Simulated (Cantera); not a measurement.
**CsCl + O₂ + H₂ (halide evaporation, hydrolysis and transport)**

Input: 1 mol CsCl, 0.74 mol O₂, 0.23 mol H₂, at 1502 °C and 11.0 Pa.

Cantera equilibrium calculation (NASA polynomials, part measured and part estimated; ideal gas, pure solids and liquids). Candidate condensed phases: Cs, CsCl, CsOH, H₂O; 22 gas species. The numbers say what is thermodynamically allowed, not how fast it happens.

```
Quantity                                Value
----------------------------------  ---------
x(CsCl)                                 0.523
x(O₂)                                   0.330
x(H₂O)                                  0.114
x(Cs)                                 0.00724
x(OH)                                 0.00690
x(HCl)                                0.00567
x(O)                                  0.00524
x(Cl)                                 0.00425
x(CsOH)                               0.00267
gas amount                          1.877 mol
log10 activity of CsCl(l) (absent)      -4.61
log10 activity of Cs(l) (absent)        -7.74
log10 activity of CsOH(l) (absent)      -7.91
```
